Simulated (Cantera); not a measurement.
**Ignition delay**

Mixture: CH4 : O2 : N2 : H2O = 1 : 4.26 : 16 : 4.4 (molar parts), equivalence ratio 0.47, at 19.0 bar, adiabatic and at constant volume. Ignition delay is the time to a rise of 400 K.

Model: GRI-Mech 3.0 (53 species, 325 reactions), integrated in Cantera. The pressure lies above the range GRI-Mech 3.0 was tuned for (to about 10 atm).

```json
[
 {"T0 (K)": "1023", "delay (ms)": "28.6"},
 {"T0 (K)": "1073", "delay (ms)": "12.5"},
 {"T0 (K)": "1123", "delay (ms)": "5.89"},
 {"T0 (K)": "1173", "delay (ms)": "2.98"},
 {"T0 (K)": "1223", "delay (ms)": "1.59"},
 {"T0 (K)": "1273", "delay (ms)": "0.892"},
 {"T0 (K)": "1323", "delay (ms)": "0.519"},
 {"T0 (K)": "1373", "delay (ms)": "0.312"},
 {"T0 (K)": "1423", "delay (ms)": "0.193"},
 {"T0 (K)": "1473", "delay (ms)": "0.122"}
]
```

* **apparent activation energy between 1373 and 1473 K**: 160 kJ/mol
